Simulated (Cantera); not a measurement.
## Gas-phase reforming

An isothermal, constant-pressure homogeneous reactor starts with 27.0 % CH4, 73.0 % H2O, at 1775 K and 4.64 atm.

Model: GRI-Mech 3.0 (53 species, 325 reactions), integrated in Cantera.

| t (s) | x CH4 | x H2O | x O | x C2H4 | x H | x CH2O |
|---|---|---|---|---|---|---|
| 7.00e-6 | 0.269 | 0.729 | 8.85e-10 | 5.20e-5 | 2.28e-6 | 1.85e-6 |
| 4.49e-5 | 0.259 | 0.727 | 2.96e-9 | 0.00221 | 6.85e-6 | 4.54e-5 |
| 0.000288 | 0.199 | 0.693 | 2.08e-9 | 0.00926 | 2.67e-5 | 6.01e-5 |
| 0.00185 | 0.0967 | 0.616 | 8.31e-10 | 0.00299 | 5.58e-5 | 1.75e-5 |
| 0.0118 | 0.0375 | 0.513 | 5.87e-10 | 0.00282 | 7.98e-5 | 4.52e-6 |
| 0.0759 | 0.0220 | 0.366 | 5.10e-10 | 0.00122 | 9.20e-5 | 1.17e-6 |
| 0.486 | 0.00364 | 0.284 | 4.54e-10 | 3.05e-5 | 9.84e-5 | 2.60e-7 |
| 3.12 | 9.77e-7 | 0.277 | 4.44e-10 | 3.15e-12 | 9.95e-5 | 1.65e-7 |
| 20.0 | 4.81e-7 | 0.277 | 4.44e-10 | <1e-12 | 9.95e-5 | 1.65e-7 |
x: mole fraction; the columns are a selection and need not sum to one.

Equilibrium at this temperature and pressure: CH4 5.35e-7, H2O 0.277, O 4.44e-10, C2H4 1.16e-12, H 9.95e-5, CH2O 1.65e-7 (gas phase only).
